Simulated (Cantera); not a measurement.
An adiabatic, constant-volume homogeneous reactor starts with H2 : O2 : N2 = 1 : 0.278 : 1.04 (molar parts), at 1575 K and 195 Torr.

Model: the H2/O2 subset of GRI-Mech 3.0, which has no nitrogen chemistry, integrated in Cantera.

x: mole fraction; the columns are a selection and need not sum to one.

```csv
t (s),T (K),P (bar),x H2,x O2,x O,x H2O2,x H2O
3.00e-6,1575,0.260,0.431,0.120,6.67e-8,7.05e-9,3.00e-7
1.33e-5,1575,0.260,0.431,0.120,2.96e-6,9.61e-8,3.43e-5
5.91e-5,(withheld),0.301,(withheld),(withheld),(withheld),(withheld),0.196
0.000262,2430,0.383,0.178,0.00455,0.00936,6.54e-8,0.209
0.00116,2850,0.437,0.194,0.00227,0.00486,9.68e-8,0.226
0.00516,2854,0.437,0.194,0.00225,0.00482,9.76e-8,0.227
0.0229,2854,0.437,0.194,0.00225,0.00482,9.76e-8,0.227
0.102,2854,0.437,0.194,0.00225,0.00482,9.76e-8,0.227
0.451,2854,0.437,0.194,0.00225,0.00482,9.76e-8,0.227
2.00,2854,0.437,0.194,0.00225,0.00482,9.76e-8,0.227
```

Q: Complete the blanks.

A: 
- 5.91e-5, T (K): 1839
- 5.91e-5, x H2: 0.147
- 5.91e-5, x O2: 0.00810
- 5.91e-5, x O: 0.0139
- 5.91e-5, x H2O2: 2.67e-7
